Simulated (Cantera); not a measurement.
**CH2F2 + H2 (fluorocarbon and chlorocarbon gases)**

A closed system holds: 1 mol CH2F2, 0.35 mol H2, held at 0.000190 bar.

Equilibrium computed with Cantera from the NASA thermochemical tables; the gas is ideal and each condensed phase is pure. Candidate condensed phases: C, C6H6, C7H8, C8H18; 110 gas species. Ions and electrons are included (thermal ionisation). Rates play no part.

```
T (K)    x H    x F     x C      x HF      x C3      x C2
-----  -----  -----  ------  --------  --------  --------
3000   0.437  0.278  0.0746     0.150    0.0359    0.0130
3500   0.472  0.347   0.171   0.00661  0.000203   0.00207
4000   0.473  0.351   0.175  0.000512   6.77e-7  0.000156
4500   0.473  0.351   0.175   6.89e-5   7.59e-9   2.00e-5
5000   0.473  0.350   0.173   1.37e-5  2.04e-10   3.81e-6
```
x: gas mole fraction; nothing condenses.

From 3000 K to 5000 K nothing is condensed. The main C-bearing gas is C3 at 3000 K and C at 5000 K.
